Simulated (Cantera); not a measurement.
An isothermal, constant-pressure homogeneous reactor starts with NH3 : N2 = 1 : 3 (molar parts), at 1200 K and 1.00 bar. Integrator tolerance rtol = 1e-08.

Detailed kinetics in Cantera: the gas-phase N/H chemistry of the illustrative SiF4/NH3 mechanism in the Surface Chemkin manual (1991). Walls and surfaces, which speed up NH3 decomposition in real reactors, are not modelled.

Q: What does this change do: temperature 1200 to 2273 K?

A: 
```csv
quantity,before,after
x(NH3) at 80.0 s,0.248 (gas-phase equilibrium 2.57e-5),1.83e-6 (gas-phase equilibrium 1.83e-6)
x(N2H4) at 80.0 s,3.31e-8 (gas-phase equilibrium <1e-12),<1e-12 (gas-phase equilibrium <1e-12)
x(H) at 80.0 s,5.10e-9 (gas-phase equilibrium 1.09e-7),0.00461 (gas-phase equilibrium 0.00461)
x(N2) at 80.0 s,0.750 (gas-phase equilibrium 0.700),0.698 (gas-phase equilibrium 0.698)
x(N2H2) at 80.0 s,9.16e-9 (gas-phase equilibrium <1e-12),2.82e-12 (gas-phase equilibrium 2.82e-12)
```
